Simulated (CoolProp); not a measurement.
A simple Rankine cycle with trans-2-butene: condensing at 327.15 K, boiler at 2.83 MPa, turbine inlet 447.6 K, turbine efficiency 0.6, pump efficiency 0.7, no recuperator. Each further row changes one setting.

The numbers come from the reference Helmholtz-energy equation of state, Lemmon 2005 in CoolProp. It is a short technical equation, of lower accuracy than the large ones.

| case | thermal efficiency (%) | net work (kJ/kg) | heat in (kJ/kg) | turbine exit temperature (K) | volume ratio over the turbine |
|---|---|---|---|---|---|
| as stated | 8.7 | 46.3 | 533 | 398.7 | 5.92 |
| turbine inlet 467.6 K | 8.7 | 50.6 | 584 | 421.5 | 5.72 |
| condensing temperature 319.15 K | 9.5 | 52.8 | 553 | 394.2 | 7.31 |
| boiler pressure 1.98 MPa | 7.2 | 40.2 | 556 | 413.1 | 3.87 |
| turbine efficiency 0.5 | 7.1 | 37.6 | 533 | 403.0 | 6.00 |
